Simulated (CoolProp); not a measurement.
Computed with CoolProp (reference Helmholtz-energy equation of state, Lemmon 2006). It is a short technical equation, of lower accuracy than the large ones.

**Question.** For carbonyl sulfide, give the phase and the Z, cp (kJ/(kg K)), cv (kJ/(kg K)), speed of sound (m/s) at 53.95 °C and 15.7 MPa.

**Answer.** 
- 53.95 °C and 15.7 MPa: liquid; Z 0.358, cp 1.32, cv 0.715, speed of sound 682
